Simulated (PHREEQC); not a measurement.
PHREEQC input (ion-association model, wateq4f.dat):

```
SOLUTION_MASTER_SPECIES
  An  An-  0  An  62.0  # stands for a non-complexing anion
SOLUTION_SPECIES
  An- = An-
    -log_k 0
    -gamma 3.0 0
PHASES
  Fix_H+
    H+ = H+
    -log_k 0
SOLUTION 1
  temp 25
  units mmol/kgw
  pH 7 charge
  S(6) 0.055
  Na 10.11
  B 0.17
  An 10
END
SELECTED_OUTPUT 1
  -reset false
  -pH true
  -pe true
  -ionic_strength true
  -water true
  -totals B Na S S(-2) S(6)
  -molalities Hfo_wOH Hfo_wOH2+ Hfo_wO- Hfo_sOH Hfo_sOH2+ Hfo_sO- Hfo_wH2BO3 Hfo_wSO4- Hfo_wOHSO4-2
  -saturation_indices Mirabilite
USER_PUNCH 1
  -headings sigma psi
  10 PUNCH EDL("sigma", "Hfo"), EDL("psi", "Hfo")
PRINT
  -reset false
USE solution 1
SURFACE 1
  Hfo_wOH 0.000696629 600 0.31
  Hfo_sOH 1.74157e-05
EQUILIBRIUM_PHASES 1
  Fix_H+ -4 HAn 10
    -force_equality true
  O2(g) -0.68 10
END
# ... the last block is repeated for the other 16 points of pH, with NaOH or the acid as the point needs
```

Selected output (columns that matter, 13 of 17 rows; pH added in front):

```
pH	mu	B	Na	S	m_Hfo_wOH	m_Hfo_wOH2+	m_Hfo_wO-	m_Hfo_sOH	m_Hfo_sOH2+	m_Hfo_sO-	m_Hfo_wH2BO3	si_Mirabilite	sigma	psi
4	0.010398	0.00016985	0.01011	3.6043e-08	0.00021021	0.00042895	2.3599e-06	5.7067e-06	1.1645e-05	6.4067e-08	1.4925e-07	-10.607	0.1847	0.1763
4.38	0.010297	0.00016981	0.01011	8.3085e-08	0.00027213	0.00036473	4.6515e-06	7.3878e-06	9.9016e-06	1.2628e-07	1.9316e-07	-10.242	0.14635	0.16462
5.12	0.010201	0.00016974	0.01011	6.419e-07	0.00036746	0.00026278	1.1771e-05	9.968e-06	7.1283e-06	3.1932e-07	2.6069e-07	-9.3517	0.084793	0.13698
5.5	0.010175	0.00016971	0.01011	2.1087e-06	0.00040272	0.00022416	1.6575e-05	1.09e-05	6.0671e-06	4.4861e-07	2.8563e-07	-8.8348	0.061715	0.12094
5.88	0.01016	0.00016969	0.01011	6.7432e-06	0.00043415	0.00019135	2.2565e-05	1.1667e-05	5.1423e-06	6.0639e-07	3.0779e-07	-8.3297	0.04438	0.10446
6.62	0.010163	0.00016965	0.01011	3.2007e-05	0.00049912	0.00013039	4.3769e-05	1.2911e-05	3.3728e-06	1.1322e-06	3.5299e-07	-7.6534	0.023625	0.07412
7	0.010169	0.00016963	0.01011	4.5552e-05	0.00052167	0.00010672	5.8419e-05	1.3228e-05	2.7061e-06	1.4813e-06	3.6753e-07	-7.5002	0.016346	0.057923
7.38	0.010169	0.00016963	0.01011	5.2413e-05	0.00053116	9.3075e-05	6.944e-05	1.3336e-05	2.3368e-06	1.7434e-06	3.7089e-07	-7.4393	0.0099935	0.039421
8.12	0.010176	0.00016965	0.010125	5.488e-05	0.00053439	8.0869e-05	8.0898e-05	1.3369e-05	2.0231e-06	2.0238e-06	3.4932e-07	-7.4182	-0.00013519	-0.00058695
8.5	0.010198	0.00016969	0.010152	5.4977e-05	0.00053428	7.6219e-05	8.5796e-05	1.3363e-05	1.9064e-06	2.1459e-06	3.1487e-07	-7.4153	-0.0051161	-0.02155
8.88	0.010236	0.00016975	0.010195	5.4995e-05	0.00053356	7.115e-05	9.1662e-05	1.3344e-05	1.7794e-06	2.2924e-06	2.5437e-07	-7.412	-0.010912	-0.042296
9.62	0.010358	0.0001699	0.010334	5.5e-05	0.00052832	5.8051e-05	0.00011015	1.321e-05	1.4515e-06	2.7542e-06	1.0182e-07	-7.4018	-0.027704	-0.081098
10	0.010459	0.00016995	0.010447	5.5e-05	0.00052107	4.9277e-05	0.00012623	1.3028e-05	1.232e-06	3.1559e-06	4.9728e-08	-7.3935	-0.040918	-0.099722
```
